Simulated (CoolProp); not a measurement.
Computed with CoolProp (reference Helmholtz-energy equation of state, Lemmon 2006). It is a short technical equation, of lower accuracy than the large ones.

Task: Give the vapour pressure (kPa), liquid cp (kJ/(kg K)), vapour viscosity (µPa s) of saturated C2F6 (R116) at 214.5 K.

Result: 
```csv
T (K),p (kPa),liquid cp (kJ/(kg K)),vapour viscosity (µPa s)
214.5,259,0.996,9.99
```

Viscosity comes from a separate model (Huber 2003), an estimate that may be off by 10 % or more.
